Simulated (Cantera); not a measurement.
# Silicon epitaxy and polysilicon growth: SiH4 + HCl + H2

Charge: 1 mol SiH4, 0.28 mol HCl, 11 mol H2, held at 1650 K and 608 Torr.

Method: chemical equilibrium by Gibbs-energy minimisation in Cantera with the NASA 1993 tables (ideal gas, pure condensed phases). Candidate condensed phases: Si; 19 gas species. The tables' values for SiCl3 are old estimates; treat these amounts as uncertain. The numbers say what is thermodynamically allowed, not how fast it happens.

The x(H2) is 0.980, the x(HCl) is 0.0185 and the x(SiCl2) is 0.00124. The x(H) is 9.99e-5 and the x(SiCl3) is 2.16e-5. The x(SiH2Cl2) comes out as 1.12e-5. The x(SiH2) is 8.49e-6 and the x(SiHCl3) comes out as 7.39e-6. The x(SiH3Cl) is 5.14e-6. The n(Si(s)) is 0.983 mol and the gas amount is 13.28 mol.
